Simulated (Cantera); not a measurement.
An adiabatic, constant-volume homogeneous reactor starts with CH4 : O2 : N2 = 1 : 1.82 : 6.84 (molar parts), at 1248 K and 20000 Pa. Integrator tolerance rtol = 1e-08.

Model: GRI-Mech 3.0 (53 species, 325 reactions), integrated in Cantera.

What does this change do: O2 1.82 to 1.4 parts?


```json
[
 {"quantity": "time of steepest temperature rise", "before": "79.6 ms", "after": "0.116 s"},
 {"quantity": "temperature at 0.900 s", "before": "2722 K", "after": "2620 K"},
 {"quantity": "equilibrium temperature", "before": "2722 K", "after": "2620 K"},
 {"quantity": "x(CH4) at 0.900 s", "before": "<1e-12 (gas-phase equilibrium <1e-12)", "after": "<1e-12 (gas-phase equilibrium <1e-12)"},
 {"quantity": "x(O2) at 0.900 s", "before": "0.0151 (gas-phase equilibrium 0.0151)", "after": "0.00159 (gas-phase equilibrium 0.00159)"},
 {"quantity": "x(H2) at 0.900 s", "before": "0.0284 (gas-phase equilibrium 0.0284)", "after": "0.0526 (gas-phase equilibrium 0.0526)"},
 {"quantity": "x(NO2) at 0.900 s", "before": "1.06e-6 (gas-phase equilibrium 1.06e-6)", "after": "1.06e-7 (gas-phase equilibrium 1.06e-7)"},
 {"quantity": "x(C2H6) at 0.900 s", "before": "<1e-12 (gas-phase equilibrium <1e-12)", "after": "<1e-12 (gas-phase equilibrium <1e-12)"}
]
```

What does this change do: pressure from 20000 Pa to 29000 Pa?


```csv
quantity,before,after
time of steepest temperature rise,79.6 ms,60.9 ms
temperature at 0.900 s,2722 K,2754 K
equilibrium temperature,2722 K,2754 K
x(CH4) at 0.900 s,<1e-12 (gas-phase equilibrium <1e-12),<1e-12 (gas-phase equilibrium <1e-12)
x(O2) at 0.900 s,0.0151 (gas-phase equilibrium 0.0151),0.0144 (gas-phase equilibrium 0.0144)
x(H2) at 0.900 s,0.0284 (gas-phase equilibrium 0.0284),0.0276 (gas-phase equilibrium 0.0276)
x(NO2) at 0.900 s,1.06e-6 (gas-phase equilibrium 1.06e-6),1.25e-6 (gas-phase equilibrium 1.25e-6)
x(C2H6) at 0.900 s,<1e-12 (gas-phase equilibrium <1e-12),<1e-12 (gas-phase equilibrium <1e-12)
```
